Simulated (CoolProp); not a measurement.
Benzene along the isotherm 620 K: Z from the reference equation and from simpler models built on Tc = 562.0 K, pc = 4.906 MPa, ω = 0.211; each cubic takes its own stable root.

Model: reference Helmholtz-energy equation of state, Thol 2012, in CoolProp.

```tsv
p (MPa)	phase	reference
2.73	gas	0.8519
5.45	supercritical	0.6671
8.18	supercritical	0.4481
10.9	supercritical	0.4032
13.6	supercritical	0.4430
16.4	supercritical	0.4971
19.1	supercritical	0.5525
21.8	supercritical	0.6087
24.5	supercritical	0.6650
```

**Question.** How far does each simpler model (Redlich-Kwong, Soave-Redlich-Kwong) lie from the reference over these 9 states: mean and median of the absolute difference, and the worst?

**Answer.** 
- Redlich-Kwong: mean 6.5 %, median 7.9 %, worst +10.6 % at 620 K and 13.6 MPa
- Soave-Redlich-Kwong: mean 10.2 %, median 11.6 %, worst +17.7 % at 620 K and 10.9 MPa
